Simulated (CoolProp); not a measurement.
Model: reference Helmholtz-energy equation of state, Tillner-Roth 1997, in CoolProp.

Question: Give the vapour pressure (kPa), enthalpy of vaporisation (kJ/kg), surface tension (mN/m) of saturated CH2F2 (R32) at 272.4 K.

Answer: 
```csv
T (K),p (kPa),enthalpy of vaporisation (kJ/kg),surface tension (mN/m)
272.4,794,316,11.1
```

Surface tension comes from a separate correlation (Mulero 2012).
